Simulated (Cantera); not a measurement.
Standard-state values (1 bar) from the NASA 1993 polynomials, evaluated with Cantera. Values are per mole of reaction as written; species without (g) are pure solids or liquids, kept so even where they would boil at 1 bar. The tables' values for BOCl are old estimates.

Between 300 and 2948 K, where is each reaction favourable under standard conditions?
- Cl2(g) + BOCl(g) ⇌ O(g) + BCl3(g)


- Cl2(g) + BOCl(g) ⇌ O(g) + BCl3(g): ΔG° is 165 kJ at 300 K and 167 kJ at 2948 K; it stays positive (K < 1). ΔH° is 174 kJ and ΔS° 2 J/K at 2948 K.
